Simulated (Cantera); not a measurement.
Catalytic stagnation flow on Pt

A jet of CH₄ : O₂ : N₂ = 0.053 : 0.072 : 0.79 (molar parts), equivalence ratio 1.5 at 300 K and 15.0 Torr hits a platinum plate 8.4 cm away at a mass flux of 0.11 kg/m²/s; the plate temperature is set and raised in steps from an oxygen-covered start.

Cantera simulation using Deutschmann's 1995 Pt surface mechanism with GRI-Mech 3.0 gas chemistry; the numbers are that mechanism's predictions, not measurements. Catalytic surfaces can have several steady states; this one follows from the mechanism file's or the stated starting coverage.

```csv
plate T (K),wall x CH₄,wall x O₂,wall x H₂O,wall x OH,wall x CO,wall x CO₂,θ free Pt,θ CO*,θ C*
950,0.0132,0.00625,0.0811,<1e-8,0.0432,0.00424,0.899,0.0950,0.00574
1000,0.0123,0.00596,0.0811,<1e-8,0.0447,0.00352,0.947,0.0481,0.00467
1050,0.0120,0.00594,0.0800,<1e-8,0.0444,0.00435,0.973,0.0240,0.00241
1100,0.0120,0.00605,0.0785,1.95e-8,0.0431,0.00585,0.986,0.0122,0.00113
1150,0.0121,0.00624,0.0767,5.28e-8,0.0414,0.00777,0.993,0.00636,0.000545
1200,0.0122,0.00645,0.0747,1.32e-7,0.0393,0.0100,0.996,0.00345,0.000276
1250,0.0124,0.00668,0.0725,3.06e-7,0.0370,0.0125,0.998,0.00193,0.000145
```
x: mole fraction at the wall; θ: surface coverage.
